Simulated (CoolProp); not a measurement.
Computed with CoolProp (reference Helmholtz-energy equation of state, Gao 2020).

Question: Give the vapour pressure (MPa), enthalpy of vaporisation (kJ/kg), surface tension (mN/m) of saturated ammonia at 350.2, 364.1 K.

Answer: 
```json
[
 {"T (K)": "350.2", "p (MPa)": "3.88", "enthalpy of vaporisation (kJ/kg)": "894", "surface tension (mN/m)": "9.19"},
 {"T (K)": "364.1", "p (MPa)": "5.22", "enthalpy of vaporisation (kJ/kg)": "793", "surface tension (mN/m)": "6.47"}
]
```

Surface tension comes from a separate correlation (Mulero 2012).
